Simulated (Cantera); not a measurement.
A Cantera script and its output.

```python
import numpy as np
import cantera as ct

gas = ct.Solution("gri30.yaml")
gas.TPX = 1675, 120000, {'CH4': 1, 'H2': 0.27, 'O2': 1.42, 'N2': 5.35}
reactor = ct.IdealGasReactor(gas, energy="on", clone=False)
net = ct.ReactorNet([reactor])
net.rtol, net.atol = 1e-08, 1e-16
show = ['CH4', 'H2', 'O2', 'CH3', 'CO']
times = np.geomspace(2e-06, 0.2, 11)

steps = ct.SolutionArray(gas, extra=["t"])
rows = []
print(f"{'t/s':>10s}{'T/K':>9s}{'P/Pa':>11s}" + "".join(f"{s:>11s}" for s in show))
for t in times:
    while net.time < t:
        t_next = net.step()
        steps.append(gas.state, t=t_next)
    rows.append([np.interp(t, steps.t, y) for y in (steps.T, steps.P, *steps(*show).X.T)])
    print(f"{t:10.3e}{rows[-1][0]:9.1f}{rows[-1][1]:11.4g}" + "".join(f"{x:11.3e}" for x in rows[-1][2:]))
rate = np.gradient(steps.T, steps.t)
print("integrator steps:", len(steps.t))
if steps.T.max() > steps.T[0] + 200:
    print(f"time of steepest temperature rise: {steps.t[rate.argmax()]:.4e} s")
gas.TPX = 1675, 120000, {'CH4': 1, 'H2': 0.27, 'O2': 1.42, 'N2': 5.35}
gas.equilibrate("UV")
print(f"equilibrium (UV): T = {gas.T:.1f} K  " + "  ".join(f"{s} {gas[s].X[0]:.3e}" for s in show))
```

It prints:

```
       t/s      T/K       P/Pa        CH4         H2         O2        CH3         CO
 2.000e-06   1675.0    1.2e+05  1.244e-01  3.358e-02  1.766e-01  7.661e-06  3.434e-10
 6.325e-06   1674.9    1.2e+05  1.243e-01  3.358e-02  1.766e-01  3.017e-05  9.866e-09
 2.000e-05   1674.7    1.2e+05  1.242e-01  3.357e-02  1.765e-01  1.585e-04  6.175e-07
 6.325e-05   1682.2  1.206e+05  1.212e-01  3.346e-02  1.749e-01  1.474e-03  2.048e-04
 2.000e-04   2999.1   2.38e+05  8.992e-13  7.869e-02  3.223e-03  5.218e-12  8.899e-02
 6.325e-04   2990.6  2.373e+05  9.880e-13  8.011e-02  2.885e-03  5.528e-12  8.935e-02
 2.000e-03   2989.9  2.373e+05  9.933e-13  8.021e-02  2.864e-03  5.545e-12  8.937e-02
 6.325e-03   2989.9  2.373e+05  9.933e-13  8.021e-02  2.864e-03  5.545e-12  8.937e-02
 2.000e-02   2989.9  2.373e+05  9.933e-13  8.021e-02  2.864e-03  5.545e-12  8.937e-02
 6.325e-02   2989.9  2.373e+05  9.933e-13  8.021e-02  2.864e-03  5.545e-12  8.937e-02
 2.000e-01   2989.9  2.373e+05  9.933e-13  8.021e-02  2.864e-03  5.545e-12  8.937e-02
integrator steps: 1656
time of steepest temperature rise: 1.2353e-04 s
equilibrium (UV): T = 2989.9 K  CH4 1.188e-12  H2 8.021e-02  O2 2.864e-03  CH3 6.631e-12  CO 8.937e-02
```

Detailed kinetics in Cantera: GRI-Mech 3.0 (53 species, 325 reactions).
